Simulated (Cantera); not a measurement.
Input (Python, Cantera):

```python
import numpy as np
import cantera as ct

gas = ct.Solution("gri30.yaml")
gas.TPX = 2125, 28000, {'NO': 1, 'N2': 0.51, 'H2O': 0.0043}
reactor = ct.IdealGasConstPressureReactor(gas, energy="off", clone=False)
net = ct.ReactorNet([reactor])
net.rtol, net.atol = 1e-08, 1e-18
show = ['NO', 'N2', 'NO2', 'O', 'O2']
times = np.geomspace(5e-06, 3, 12)

steps = ct.SolutionArray(gas, extra=["t"])
rows = []
print(f"{'t/s':>10s}{'T/K':>9s}{'P/Pa':>11s}" + "".join(f"{s:>11s}" for s in show))
for t in times:
    while net.time < t:
        t_next = net.step()
        steps.append(gas.state, t=t_next)
    rows.append([np.interp(t, steps.t, y) for y in (steps.T, steps.P, *steps(*show).X.T)])
    print(f"{t:10.3e}{rows[-1][0]:9.1f}{rows[-1][1]:11.4g}" + "".join(f"{x:11.3e}" for x in rows[-1][2:]))
rate = np.gradient(steps.T, steps.t)
print("integrator steps:", len(steps.t))
if steps.T.max() > steps.T[0] + 200:
    print(f"time of steepest temperature rise: {steps.t[rate.argmax()]:.4e} s")
gas.TPX = 2125, 28000, {'NO': 1, 'N2': 0.51, 'H2O': 0.0043}
gas.equilibrate("TP")
print(f"equilibrium (TP): T = {gas.T:.1f} K  " + "  ".join(f"{s} {gas[s].X[0]:.3e}" for s in show))
```

It prints:

```
       t/s      T/K       P/Pa         NO         N2        NO2          O         O2
 5.000e-06   2125.0    2.8e+04  6.604e-01  3.368e-01  1.520e-08  1.640e-06  2.041e-09
 1.676e-05   2125.0    2.8e+04  6.604e-01  3.368e-01  1.633e-07  5.300e-06  2.259e-08
 5.617e-05   2125.0    2.8e+04  6.603e-01  3.368e-01  1.599e-06  1.600e-05  2.545e-07
 1.883e-04   2125.0    2.8e+04  6.602e-01  3.368e-01  1.213e-05  4.340e-05  3.750e-06
 6.311e-04   2125.0    2.8e+04  6.598e-01  3.369e-01  3.886e-05  1.121e-04  9.401e-05
 2.115e-03   2125.0    2.8e+04  6.582e-01  3.376e-01  4.133e-05  1.736e-04  8.127e-04
 7.091e-03   2125.0    2.8e+04  6.530e-01  3.401e-01  6.832e-05  2.614e-04  3.293e-03
 2.377e-02   2125.0    2.8e+04  6.351e-01  3.490e-01  1.187e-04  4.227e-04  1.206e-02
 7.966e-02   2125.0    2.8e+04  5.722e-01  3.804e-01  1.963e-04  7.177e-04  4.323e-02
 2.670e-01   2125.0    2.8e+04  3.809e-01  4.759e-01  2.313e-04  1.204e-03  1.385e-01
 8.950e-01   2125.0    2.8e+04  9.906e-02  6.167e-01  8.544e-05  1.666e-03  2.792e-01
 3.000e+00   2125.0    2.8e+04  1.612e-02  6.582e-01  1.491e-05  1.778e-03  3.206e-01
integrator steps: 1324
equilibrium (TP): T = 2125.0 K  NO 1.206e-02  N2 6.602e-01  NO2 1.118e-05  O 1.783e-03  O2 3.227e-01
```

Detailed kinetics in Cantera: GRI-Mech 3.0 (53 species, 325 reactions).
